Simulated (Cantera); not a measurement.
**CaCl2 + H2O + H2 (halide evaporation, hydrolysis and transport)**

Feed: 1 mol CaCl2, 5.1 mol H2O, 2.8 mol H2, equilibrated at 0.120 Pa.

Cantera equilibrium calculation (NASA polynomials, part measured and part estimated; ideal gas, pure solids and liquids). Candidate condensed phases: Ca, CaCl2, CaO, Ca(OH)2, H2O; 21 gas species. Condensed phases not in the tables: oxide chlorides. The numbers say what is thermodynamically allowed, not how fast it happens.

```csv
T (°C),log p H2O,log p H,log p H2,log p HCl,log p O,log p Cl,log p Ca,log p OH,log p O2,log p CaCl2,n CaCl2(s),n CaO(s)
425,-6.11,-16.83,-6.37,-8.15,<-17,<-17,<-17,<-17,<-17,-14.79,0.977,0.0233
625,-6.26,-13.17,-6.42,-6.57,<-17,-13.33,<-17,-16.04,<-17,-9.80,0,0.999
825,-6.26,-10.82,-6.42,-6.57,-17.36,-11.02,<-17,-13.01,-17.47,-8.77,0,0.987
1025,-6.25,-9.18,-6.42,-6.60,-13.67,-9.43,-14.80,-10.90,-13.81,-8.12,0,0.943
1225,-6.25,-7.98,-6.43,-6.65,-10.96,-8.29,-11.87,-9.34,-11.10,-7.73,0,0.860
1425,-6.27,-7.08,-6.47,-6.77,-8.86,-7.48,-9.66,-8.16,-9.00,-7.59,0,0.788
1625,-6.54,-6.43,-6.64,-7.16,-7.32,-7.07,-7.81,-7.41,-7.57,-7.81,0,0.606
1825,-7.86,-6.14,-7.27,-7.99,-6.69,-7.00,-7.27,-7.66,-7.65,-9.50,0,0
```
log p: log10 of the partial pressure in bar; n: condensed amount in mol.

At 425 °C the condensed part is CaCl2(s) + CaO(s). From 625 °C to 1625 °C the condensed part is CaO(s). At 1825 °C nothing is condensed. The share of Ca in condensed phases is highest at 425 °C (100.0 %) and lowest at 1825 °C (0.0 %).
